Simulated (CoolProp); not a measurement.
The fluid at 293.15 K and 0.35 MPa flows at 0.78 m/s in a round tube of 25 mm bore and 15 µm roughness, fully developed (64/Re and Nu = 3.66 if laminar; Colebrook and Gnielinski if turbulent). The same conditions are run with several fluids, on thermodynamics alone (safety and materials aside).

Computed with CoolProp (reference Helmholtz-energy equation of state of each fluid (CF4 (R14): Platzer 1990; R407C: Lemmon 2003; R143a: Lemmon and Jacobsen 2000; sulfur hexafluoride: Guder 2009; CH2F2 (R32): Tillner-Roth 1997)). The equations of Platzer and Polt are older, rougher fits. Blends and air are pseudo-pure fits.

Q: Rank CF4 (R14), R407C, R143a, sulfur hexafluoride, CH2F2 (R32) by Reynolds number, highest first.

A: sulfur hexafluoride (28400), R143a (22900), R407C (21300), CF4 (R14) (14600), CH2F2 (R32) (11600)

```
fluid                Darcy friction factor  pressure drop (Pa/m)  heat-transfer coefficient (W/(m² K))  mass flow (kg/h)
-------------------  ---------------------  --------------------  ------------------------------------  ----------------
CF4 (R14)                           0.0291                  4.54                                  27.0              17.7
R407C                               0.0268                  4.30                                  32.1              18.2
R143a                               0.0264                  4.14                                  36.1              17.8
sulfur hexafluoride                 0.0253                  6.74                                  39.0              30.2
CH2F2 (R32)                         0.0307                  2.92                                  20.8              10.8
```

Transport values come from each fluid's own correlations; those of CF4 (R14), R143a, CH2F2 (R32) are estimates that may be off by 10 % or more.
